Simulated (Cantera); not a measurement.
Cantera run:

```python
import numpy as np
import cantera as ct

gas_names = """
    C CH CH2 CH3 CH2OH CH3O CH4 CH3OH CN CO COS CO2 COOH CS CS2 C2 C2H CHCO,ketyl C2H2,acetylene
    C2H2,vinylidene CH2CO,ketene C2H3,vinyl CH3CN CH3CO,acetyl C2H4 C2H4O,ethylen CH3CHO,ethanal CH3COOH
    (HCOOH)2 C2H5 C2H6 CH3OCH3 C2H5OH CCN CNC C2N2 C2O C3 C3H3,propargyl C3H4,allene C3H4,propyne
    C3H4,cyclo- C3H5,allyl C3H6,propylene C3H6,cyclo- C3H6O C3H7,n-propyl C3H7,i-propyl C3H8
    C3H8O,1propanol C3H8O,2propanol C3O2 C4 C4H2 C4H4,1,3-cyclo- C4H6,butadiene C4H6,2-butyne
    C4H6,cyclo- C4H8,1-butene C4H8,cis2-buten C4H8,tr2-butene C4H8,isobutene C4H8,cyclo- (CH3COOH)2
    C4H9,n-butyl C4H9,i-butyl C4H9,s-butyl C4H9,t-butyl C4H10,isobutane C4H10,n-butane C4N2 C5
    C5H6,1,3cyclo- C5H8,cyclo- C5H10,1-pentene C5H10,cyclo- C5H11,pentyl C5H11,t-pentyl C5H12,n-pentane
    C5H12,i-pentane CH3C(CH3)2CH3 C6H2 C6H5,phenyl C6H5O,phenoxy C6H6 C6H5OH,phenol C6H10,cyclo-
    C6H12,1-hexene C6H12,cyclo- C6H13,n-hexyl C7H7,benzyl C7H8 C7H8O,cresol C7H14,1-heptene
    C7H15,n-heptyl C7H16,n-heptane C8H8,styrene C8H10,ethylbenz C8H16,1-octene C8H17,n-octyl
    C8H18,isooctane C8H18,n-octane C9H19,n-nonyl C10H8,naphthale C10H21,n-decyl C12H9,o-bipheny
    C12H10,bipheny H HCN HCO HCCN HNC HNCO HNO HNO2 HNO3 HO2 H2 HCHO,formaldehy HCOOH H2O H2O2 H2S H2SO4
    N NCO NH NH2 NH3 NH2OH NO NO2 NO3 N2 N2H2 N2H4 N2O O OH O2 O3 S SH SN SO SO2 SO3 S2 S2O S8
""".split()
cond_names = """
    C(gr) C6H6(L) C7H8(L) C8H18(L),n-octa H2O(s) H2O(L) H2SO4(L) S(cr1) S(cr2) S(L)
""".split()


def load(file, names, dense=False):
    # The tables refer to 1 bar. Condensed volumes are neglected.
    table = {s.name: s for s in ct.Species.list_from_file(file)}
    out = []
    for n in names:
        d = dict(table[n].input_data)
        d["thermo"] = dict(d["thermo"], **{"reference-pressure": 1e5})
        if dense:
            d["equation-of-state"] = {"model": "constant-volume", "density": "1e6 g/cm^3"}
        out.append(ct.Species.from_dict(d))
    return out


gas = ct.Solution(thermo="ideal-gas", species=load("nasa_gas.yaml", gas_names))
cond = {s.name: ct.Solution(thermo="fixed-stoichiometry", species=[s], name=s.name)
        for s in load("nasa_condensed.yaml", cond_names, dense=True)}
atoms = {
    'CS2': {'C': 1, 'S': 2},
    'H2O': {'H': 2, 'O': 1},
    'N2': {'N': 2},
}
top_T = {'C(gr)': 4500}  # K; cautious upper limits of use, not melting points


def equilibrate(T, P, feed):
    n = {}
    for name, mol in feed.items():
        for a, k in atoms[name].items():
            n[a] = n.get(a, 0.0) + k * mol
    gas.TPX = T, P, n
    mass = sum(n.values()) * gas.mean_molecular_weight
    gas.equilibrate("TP")
    valid = [c for c in cond.values() if c.min_temp <= T <= top_T.get(c.name, c.max_temp)]
    mix = ct.Mixture([(gas, mass / gas.mean_molecular_weight)] + [(c, 0.0) for c in valid])
    mix.T, mix.P = T, P
    mix.equilibrate("TP", solver="vcs", rtol=1e-11, max_steps=5000)
    return mix


results = []
T = 1473.15  # K
P = 3900000  # Pa
for m in [0.2, 0.27, 0.37, 0.49, 0.66, 0.9, 1.2, 1.6, 2.2, 3, 4, 5.4, 7.3]:
    feed = {'CS2': 1, 'H2O': 0.19, 'N2': m}  # mol
    mix = equilibrate(T, P, feed)
    results.append((T, P, feed, dict(zip(mix.species_names, mix.species_moles))))

top = {s: max(r[3][s] / sum(r[3][g] for g in gas_names) for r in results) for s in gas_names}
cols = sorted((s for s in top if top[s] > 1e-06), key=lambda s: -top[s])[:8]
seen = [c for c in cond_names if any(r[3].get(c, 0) > 1e-12 for r in results)]
print("log10 of partial pressures in bar; condensed amounts in mol")
print(f"{'n(N2)':>10s}" + "".join(f"{s[:9]:>10s}" for s in cols + seen))
for T, P, feed, n in results:
    ng = sum(n[g] for g in gas_names)
    print(f"{feed['N2']:10.4g}" + "".join(f"{np.log10(max(n[s] / ng * P / 1e5, 1e-99)):10.3f}" for s in cols)
          + "".join(f"{n.get(c, 0):10.4g}" for c in seen))
```

Result:

```
log10 of partial pressures in bar; condensed amounts in mol
     n(N2)        N2       CS2       H2S        CO        S2       COS        H2        SH     C(gr)
       0.2     0.723     1.299     0.649     0.596     0.577     0.021    -0.258    -1.678   0.05772
      0.27     0.833     1.279     0.627     0.578     0.557    -0.007    -0.269    -1.694   0.05721
      0.37     0.943     1.252     0.598     0.553     0.530    -0.045    -0.284    -1.715   0.05652
      0.49     1.034     1.221     0.566     0.525     0.499    -0.088    -0.302    -1.739   0.05575
      0.66     1.123     1.182     0.523     0.489     0.460    -0.144    -0.325    -1.770   0.05475
       0.9     1.207     1.132     0.469     0.443     0.409    -0.215    -0.354    -1.810   0.05348
       1.2     1.275     1.076     0.409     0.392     0.354    -0.294    -0.386    -1.854   0.05209
       1.6     1.335     1.012     0.339     0.332     0.289    -0.386    -0.424    -1.905   0.05049
       2.2     1.391     0.930     0.250     0.256     0.208    -0.502    -0.472    -1.969   0.04846
         3     1.436     0.842     0.153     0.173     0.119    -0.630    -0.525    -2.040   0.04624
         4     1.470     0.752     0.053     0.088     0.029    -0.760    -0.579    -2.112   0.04399
       5.4     1.498     0.651    -0.059    -0.008    -0.071    -0.907    -0.641    -2.194   0.04144
       7.3     1.520     0.544    -0.179    -0.111    -0.179    -1.063    -0.708    -2.281    0.0387
```

Cantera equilibrium calculation (NASA polynomials, part measured and part estimated; ideal gas, pure solids and liquids). The ideal-gas law is rough above about 30 bar.
